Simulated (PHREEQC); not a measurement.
## Buffer

A solution holds 18.5 mmol/kgw HF and 1.3 mmol/kgw Na2HPO4, at 25 °C. Closed to the air; pH follows from the charge balance.

All values are PHREEQC results (ion-association model, wateq4f.dat), not measurements.

```json
{
 "pH": "2.62",
 "ionic_strength": "0.00516 mol/kgw",
 "total_alkalinity": "-17.2 meq/kg"
}
```

```csv
species,molality,activity,log γ
HF,0.0132,0.0132,0.001
F-,0.00398,0.00368,-0.034
Na+,0.00260,0.00241,-0.033
H+,0.00257,0.00239,-0.030
H2PO4-,0.000980,0.000909,-0.033
H2F2,0.000455,0.000455,0.001
H3PO4,0.000320,0.000320,0.001
HF2-,0.000202,0.000187,-0.034
NaF,5.09e-6,5.09e-6,0.001
HPO4-2,3.19e-8,2.36e-8,-0.131
```

This is a speciation only: nothing precipitates in the calculation. Species that the database lacks are ignored. H3PO4, which wateq4f.dat lacks, is added to it with the constant of phreeqc.dat.
